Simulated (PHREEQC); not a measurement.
Make-up at 25 °C: 41 mmol/kgw NiCl2, 10 mmol/kgw KCl and 0.0435 mmol/kgw HCl. Closed to the air; pH follows from the charge balance.

The numbers come from PHREEQC with the ion-association model, wateq4f.dat.

**Question.** The ionic strength comes out as 0.126 mol/kgw. What activity coefficients do Cl-, Ni+2, H+, NiCl+, K+ get?

**Answer.** Cl- 0.75, Ni+2 0.35, H+ 0.82, NiCl+ 0.77, K+ 0.75.

This is a speciation only: nothing precipitates in the calculation.
